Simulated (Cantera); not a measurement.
Input (Python, Cantera) and output of one run.

```python
import numpy as np
import cantera as ct

gas_names = """
    AL ALCL ALCL2 ALCL3 ALN AL2 AL2CL6 CL CL2 N N2
""".split()
cond_names = """
    AL(cr) AL(L) ALCL3(s) ALCL3(L) ALN(s)
""".split()


# ... load() reads the species with a 1 bar reference pressure and builds the phases ...
atoms = {
    'Al': {'AL': 1},
    'Cl2': {'CL': 2},
    'N2': {'N': 2},
}
top_T = {'ALN(s)': 2750}  # K; cautious upper limits of use, not melting points


# ... equilibrate(T, P, feed) seeds the gas with the atoms and calls Mixture.equilibrate('TP', solver="vcs", rtol=1e-11, max_steps=5000) ...
results = []
feed = {'Al': 1, 'Cl2': 4.1, 'N2': 0.9}  # mol
T = 423.15  # K
for P in [1, 6.8, 46, 320, 2200, 15000, 100000]:
    mix = equilibrate(T, P, feed)
    results.append((T, P, feed, dict(zip(mix.species_names, mix.species_moles))))
    x = sorted(zip(gas.X, gas.species_names), reverse=True)
    print(f"T = {T:g} K  P = {P:g} Pa  gas = {mix.phase_moles(0):.4g} mol")
    print("   x: " + "  ".join(f"{s} {v:.3e}" for v, s in x if v > 0.0001))
    print("   condensed (mol): " + ("  ".join(f"{mix.phase(i).name} {mix.phase_moles(i):.4g}"
          for i in range(1, mix.n_phases) if mix.phase_moles(i) > 1e-12) or "none"))
```

It prints:

```
T = 423.15 K  P = 1 Pa  gas = 4.033 mol
   x: CL2 6.446e-01  N2 2.231e-01  AL2CL6 1.157e-01  ALCL3 1.653e-02
   condensed (mol): none
T = 423.15 K  P = 6.8 Pa  gas = 4.013 mol
   x: CL2 6.479e-01  N2 2.243e-01  AL2CL6 1.213e-01  ALCL3 6.490e-03
   condensed (mol): none
T = 423.15 K  P = 46 Pa  gas = 4.005 mol
   x: CL2 6.492e-01  N2 2.247e-01  AL2CL6 1.236e-01  ALCL3 2.518e-03
   condensed (mol): none
T = 423.15 K  P = 320 Pa  gas = 4.002 mol
   x: CL2 6.497e-01  N2 2.249e-01  AL2CL6 1.245e-01  ALCL3 9.581e-04
   condensed (mol): none
T = 423.15 K  P = 2200 Pa  gas = 4.001 mol
   x: CL2 6.499e-01  N2 2.250e-01  AL2CL6 1.248e-01  ALCL3 3.659e-04
   condensed (mol): none
T = 423.15 K  P = 15000 Pa  gas = 4 mol
   x: CL2 6.500e-01  N2 2.250e-01  AL2CL6 1.249e-01  ALCL3 1.402e-04
   condensed (mol): none
T = 423.15 K  P = 100000 Pa  gas = 3.957 mol
   x: CL2 6.571e-01  N2 2.275e-01  AL2CL6 1.153e-01
   condensed (mol): ALCL3(s) 0.08702
```

Cantera equilibrium calculation (NASA polynomials, part measured and part estimated; ideal gas, pure solids and liquids).
